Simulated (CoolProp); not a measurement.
Vapour pressure (MPa) of acetone: the reference equation beside estimates from Tc = 235.0 °C, pc = 4.692 MPa, ω = 0.307. Clausius-Clapeyron is anchored at 89.75 °C with a constant enthalpy of vaporisation of 26.83 kJ/mol.

Model: reference Helmholtz-energy equation of state, Lemmon 2006, in CoolProp. It is a short technical equation, of lower accuracy than the large ones.

```tsv
T (°C)	reference	Lee-Kesler	Clausius-Clapeyron	van der Waals	Redlich-Kwong	Soave-Redlich-Kwong	Peng-Robinson
89.75	0.2837	0.2843	0.2837	1.042	0.4852	0.2841	0.2827
94.45	0.3220	0.3234	0.3179	1.111	0.5388	0.3232	0.3211
99.15	0.3642	0.3664	0.3551	1.183	0.5965	0.3663	0.3635
103.85	0.4106	0.4137	0.3956	1.258	0.6584	0.4137	0.4101
108.55	0.4613	0.4654	0.4396	1.336	0.7248	0.4656	0.4612
113.25	0.5166	0.5218	0.4872	1.417	0.7957	0.5224	0.5170
117.95	0.5769	0.5833	0.5386	1.501	0.8714	0.5843	0.5778
122.55	0.6410	0.6485	0.5928	1.587	0.9502	0.6501	0.6425
127.25	0.7118	0.7205	0.6524	1.677	1.036	0.7230	0.7141
131.95	0.7885	0.7984	0.7163	1.771	1.126	0.8019	0.7917
136.65	0.8713	0.8824	0.7848	1.868	1.222	0.8871	0.8755
141.35	0.9604	0.9727	0.8581	1.968	1.324	0.9789	0.9659
```

Absolute difference from the reference over all 12 rows, mean and median: Lee-Kesler 0.9 and 1.1 %, Clausius-Clapeyron 5.8 and 6.2 %, van der Waals 174.6 and 167.2 %, Redlich-Kwong 53.3 and 52.5 %, Soave-Redlich-Kwong 1.1 and 1.2 %, Peng-Robinson 0.3 and 0.3 %.
